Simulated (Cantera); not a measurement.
Input: 1 mol C₂H₂, 0.85 mol H₂O, 70 mol H₂, equilibrated at 1 atm.

These are equilibrium values from Cantera (NASA tables, ideal gas, pure condensed phases), not measurements of a reactor. Candidate condensed phases: C, C₆H₆, C₇H₈, C₈H₁₈, H₂O; 110 gas species. Equilibrium is a limit: real reactors are often held back by kinetics, nucleation or transport.

x: gas mole fraction; n: condensed amount in mol.

```
T (K)   x H₂     x H    x CO  x C₂H₂ (acetylene)  n C(graphite)
-----  -----  ------  ------  ------------------  -------------
2373   0.969  0.0137  0.0116             0.00596          0.255
2398   0.966       …  0.0116                   …              …
2423   0.963  0.0173  0.0116             0.00745         0.0306
2448   0.961       …  0.0116             0.00766              0
2473   0.959  0.0217  0.0116             0.00765              0
2498   0.956  0.0242  0.0116             0.00765              0
2523   0.954  0.0270  0.0115             0.00764              0
```

Fill in the missing entries.


- 2448, x H: 0.0194
- 2398, x H: 0.0154
- 2398, x C₂H₂ (acetylene): 0.00667
- 2398, n C(graphite): 0.148
